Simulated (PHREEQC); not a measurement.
A made-up water analysis in mg/L, 15 °C, pH 6.35, pe 10.8: Na 1.26; K 0.00728; Ca 2.46; Mg 0.406; Cl 1.38; S(6) as SO4 4.19; Alkalinity as HCO3 5.04; Ba 0.0124; Zn 0.166; Pb 0.0859; Si as SiO2 0.0344.

Valence states are taken as typed.

Computed with PHREEQC (ion-association model, wateq4f.dat).

Each row changes one thing in this solution. Precipitation was switched off in this run.

```
case                                             CO2 (mol/kgw)  HCO3- (mol/kgw)  CaSO4 (mol/kgw)  Pb+2 (mol/kgw)  MgSO4 (mol/kgw)  CaHCO3+ (mol/kgw)  SI of Quartz (SiO2)  SI of Pb(OH)2 (Pb(OH)2)
-----------------------------------------------  -------------  ---------------  ---------------  --------------  ---------------  -----------------  -------------------  -----------------------
as made                                                9.51e-5          8.28e-5          4.03e-7         3.37e-7          1.09e-7            4.90e-8                -2.11                    -2.31
all concentrations times 2 at the same typed pH       0.000188         0.000165          1.49e-6         5.91e-7          4.01e-7            1.88e-7                -1.81                    -2.08
Alkalinity from 5.04 to 15.1 mg/L                     0.000283         0.000247          3.96e-7         2.66e-7          1.07e-7            1.45e-7                -2.11                    -2.42
pH from 6.35 to 6.85 at the same alkalinity            2.99e-5          8.23e-5          4.03e-7         2.67e-7          1.09e-7            4.88e-8                -2.11                    -1.42
```

Complexes and solids missing from the database can't appear.
